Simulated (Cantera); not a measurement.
Charge: 1 mol CH₃SiH₃, 0.26 mol C₃H₈, 8 mol H₂, held at 48.0 mbar.

These are equilibrium values from Cantera (NASA tables, ideal gas, pure condensed phases), not measurements of a reactor. Candidate condensed phases: C, C₆H₆, C₇H₈, C₈H₁₈, Si, SiC; 87 gas species. The feed counts by its element totals alone. Kinetics and transport are ignored. All values below are at 1998 K.

Base state: H₂ 0.992, H 0.00729, C₂H₂ (acetylene) 0.000752, Si 4.82e-5, CH₄ 2.02e-5 (mole fractions); condensed: C(graphite) + SiC(s).

### Question
What changes in the equilibrium state with this change: pressure from 48.0 mbar to 1.20 mbar?

### Answer
| species | before | after |
|---|---|---|
| H₂ | 0.992 | 0.952 |
| H | 0.00729 | 0.0452 |
| Si | 4.82e-5 | 0.00193 |
| CH₄ | 2.02e-5 | 4.64e-7 |
| SiC₂ | 1.98e-6 | 7.91e-5 |
| Si₂C | 1.31e-6 | 5.24e-5 |
| SiH | 7.17e-6 | 4.44e-5 |
| C₂H₂ (acetylene) | 0.000752 | 0.000722 |
| C(graphite), mol | 0.762 | 0.786 |
| SiC(s), mol | 0.999 | 0.973 |
